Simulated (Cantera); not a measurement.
# CH3SiCl3 + C2H2 + H2 (silicon carbide growth)

Charge: 1 mol CH3SiCl3, 0.025 mol C2H2, 11 mol H2, at 1.00 bar.

These are equilibrium values from Cantera (NASA tables, ideal gas, pure condensed phases), not measurements of a reactor. Candidate condensed phases: C, C6H6, C7H8, C8H18, Si, SiC; 109 gas species. The feed counts by its element totals alone. The tables' values for SiCl, SiCl3 are old estimates; treat these amounts as uncertain. Gases not in the tables: Si2H6 and higher silanes. The numbers say what is thermodynamically allowed, not how fast it happens.

From 1150 K to 2550 K the condensed part is C(graphite) + SiC(s). The main Si-bearing gas is SiCl4 at 1150 K and SiCl2 at 2550 K. The share of Si in condensed phases is highest at 1550 K (95.3 %) and lowest at 1150 K (65.0 %).

```
T (K)   x H2  x HCl       x H   x SiCl4     x CH4   x SiCl2  x C2H2 (acetylene)  n C(graphite)  n SiC(s)
-----  -----  -----  --------  --------  --------  --------  ------------------  -------------  --------
1150   0.835  0.123   6.82e-8    0.0225    0.0163   4.85e-5             3.23e-8          0.180     0.650
1350   0.801  0.187   2.13e-6   0.00546   0.00370  0.000468             9.92e-7          0.110     0.889
1550   0.790  0.205   2.80e-5  0.000772   0.00127   0.00156             1.27e-5         0.0792     0.953
1750   0.790  0.205  0.000207  0.000127  0.000570   0.00336             9.08e-5         0.0969     0.942
1950   0.791  0.201   0.00102   2.81e-5  0.000304   0.00587            0.000432          0.122     0.911
2150   0.790  0.194   0.00375   7.80e-6  0.000183   0.00888             0.00153          0.135     0.869
2350   0.784  0.185    0.0110   2.55e-6  0.000120    0.0121             0.00433          0.108     0.815
2550   0.764  0.174    0.0273   9.28e-7   8.10e-5    0.0150              0.0102         0.0203     0.711
```
x: gas mole fraction; n: condensed amount in mol.
